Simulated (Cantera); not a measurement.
Input (Python, Cantera) and output of one run.

```python
import numpy as np
import cantera as ct

gas_names = """
    TaO2 C2H2,acetylene C2H4 CO
""".split()
cond_names = """
    TaC(s) TaC(L)
""".split()


# ... load() reads the species with a 1 bar reference pressure and builds the phases ...
species = {s.name: s for s in load("nasa_gas.yaml", gas_names) + load("nasa_condensed.yaml", cond_names)}
# Each term lists the table entries of one substance; the one whose range holds T is used.
reactions = {
    '2 TaO2(g) + 6 C2H2(g) = 3 C2H4(g) + 4 CO(g) + 2 TaC':
        [(-2, ['TaO2']), (-6, ['C2H2,acetylene']), (3, ['C2H4']), (4, ['CO']), (2, ['TaC(s)', 'TaC(L)'])],
}


def pick(names, T):
    return next(species[n] for n in names if species[n].thermo.min_temp <= T <= species[n].thermo.max_temp)


results = []
for label, terms in reactions.items():
    print(label)
    print("     T/K   dH/kJ  dS/(J/K)   dG/kJ   log10 K")
    for T in [300, 1000, 1200, 1400, 1600, 1800]:
        used = [(nu, pick(names, T)) for nu, names in terms]
        dH = sum(nu * s.thermo.h(T) for nu, s in used) / 1e6
        dS = sum(nu * s.thermo.s(T) for nu, s in used) / 1e3
        dG = dH - T * dS / 1e3
        logK = -dG * 1e6 / (ct.gas_constant * T * np.log(10))
        results.append((label, T, dH, dS, dG, logK, [s.name for _, s in used]))
        print(f"{T:8g} {dH:8.1f} {dS:8.1f} {dG:8.1f} {logK:8.2f}")
```

It prints:

```
2 TaO2(g) + 6 C2H2(g) = 3 C2H4(g) + 4 CO(g) + 2 TaC
     T/K   dH/kJ  dS/(J/K)   dG/kJ   log10 K
     300  -1540.4   -232.9  -1470.5   256.04
    1000  -1556.0   -264.3  -1291.6    67.47
    1200  -1555.8   -264.2  -1238.8    53.92
    1400  -1554.6   -263.2  -1186.0    44.25
    1600  -1552.5   -261.9  -1133.5    37.00
    1800  -1549.7   -260.3  -1081.3    31.38
```

Standard-state values (1 bar) from the NASA 1993 polynomials, evaluated with Cantera. TaC: taken at fixed stoichiometry. Condensed species are held in their standard states even where they would react or evaporate.
